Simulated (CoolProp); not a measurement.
o-xylene along the isotherm 620 K: fugacity coefficient from the reference equation and from simpler models built on Tc = 630.3 K, pc = 3737 kPa, ω = 0.312; each cubic takes its own stable root.

The numbers come from the reference Helmholtz-energy equation of state, Zhou 2012 in CoolProp.

```
p (kPa)   phase   reference  van der Waals  Redlich-Kwong  Peng-Robinson
-------  ------  ----------  -------------  -------------  -------------
118         gas      0.9876         0.9903         0.9887         0.9874
173         gas      0.9818         0.9857         0.9835         0.9816
255         gas      0.9732         0.9790         0.9757         0.9729
374         gas      0.9608         0.9692         0.9645         0.9604
549         gas      0.9427         0.9548         0.9480         0.9421
805         gas      0.9164         0.9338         0.9240         0.9157
1180        gas      0.8784         0.9030         0.8892         0.8775
1730        gas      0.8233         0.8579         0.8387         0.8225
2550        gas      0.7414         0.7895         0.7633         0.7418
3740     liquid      0.5973         0.6705         0.6327     (withheld)
5490     liquid      0.4382         0.5125         0.4733         0.4459
8050     liquid  (withheld)         0.4061         0.3641     (withheld)
11800    liquid      0.2586         0.3394         0.2919         0.2666
17300    liquid      0.2137         0.3060         0.2477         0.2210
25500    liquid      0.1904         0.3074         0.2277         0.1967
37400    liquid      0.1893         0.3597         0.2344         0.1940
```

Task: Complete the blanks.

Result: 
- 3740, Peng-Robinson: 0.6029
- 8050, reference: 0.3303
- 8050, Peng-Robinson: 0.3385
